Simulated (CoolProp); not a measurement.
Vapour pressure (kPa) of oxygen: the reference equation beside estimates from Tc = -118.6 °C, pc = 5046 kPa, ω = 0.022.

Values from CoolProp's reference Helmholtz-energy equation of state, Schmidt 1985.

```csv
T (°C),reference,van der Waals,Redlich-Kwong
-202.25,7.359,76.26,3.160
-199.35,12.02,101.8,5.854
-196.45,18.85,133.0,10.22
-193.55,28.52,170.6,16.96
-190.65,41.81,215.2,26.90
-187.75,59.58,267.4,41.01
-184.85,82.80,327.9,60.40
-181.95,112.5,397.2,86.28
-179.05,149.8,476.0,119.9
-176.15,195.8,564.7,162.8
-173.25,251.9,664.0,216.2
-170.35,319.2,774.3,281.6
-167.45,399.0,896.1,360.5
-164.55,492.8,1030,454.5
-161.65,601.8,1176,564.9
```

Absolute difference from the reference over all 15 rows, mean and median: van der Waals 342.7 and 253.1 %, Redlich-Kwong 26.5 and 23.3 %.
